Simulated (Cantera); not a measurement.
# BN + HCl + H2 (nitride etching)

Input: 1 mol BN, 53 mol HCl, 2.7 mol H2, held at 0.100 bar.

These are equilibrium values from Cantera (NASA tables, ideal gas, pure condensed phases), not measurements of a reactor. Candidate condensed phases: B, BN, NH4Cl; 21 gas species. The tables' values for BCl2, BCl are old estimates; treat these amounts as uncertain. Gases not in the tables: BHCl2. Equilibrium is a limit: real reactors are often held back by kinetics, nucleation or transport.

| T (°C) | log p HCl | log p H2 | log p BCl3 | log p Cl | log p N2 | log p BCl2 | n BN(s) |
|---|---|---|---|---|---|---|---|
| 652 | -1.02 | -2.30 | -3.93 | -9.47 | -4.24 | -11.76 | 0.935 |
| 752 | -1.03 | -2.27 | -3.49 | -8.29 | -3.79 | -10.04 | 0.818 |
| 852 | -1.03 | -2.23 | -3.14 | -7.32 | -3.45 | -8.65 | 0.601 |
| 952 | -1.04 | -2.17 | -2.89 | -6.53 | -3.19 | -7.49 | 0.280 |
| 1052 | -1.05 | -2.12 | -2.75 | -5.85 | -3.05 | -6.59 | 0 |
| 1152 | -1.05 | -2.12 | -2.75 | -5.24 | -3.05 | -5.97 | 0 |
| 1252 | -1.05 | -2.12 | -2.75 | -4.71 | -3.05 | -5.43 | 0 |
| 1352 | -1.05 | -2.12 | -2.75 | -4.24 | -3.05 | -4.96 | 0 |
| 1452 | -1.05 | -2.12 | -2.75 | -3.83 | -3.05 | -4.55 | 0 |
| 1552 | -1.05 | -2.12 | -2.77 | -3.46 | -3.05 | -4.19 | 0 |
| 1652 | -1.05 | -2.11 | -2.79 | -3.14 | -3.05 | -3.88 | 0 |
| 1752 | -1.06 | -2.11 | -2.85 | -2.85 | -3.05 | -3.63 | 0 |
log p: log10 of the partial pressure in bar; n: condensed amount in mol.

From 652 °C to 952 °C the condensed part is BN(s). From 1052 °C to 1752 °C nothing is condensed. The main B-bearing gas is BCl3 throughout.
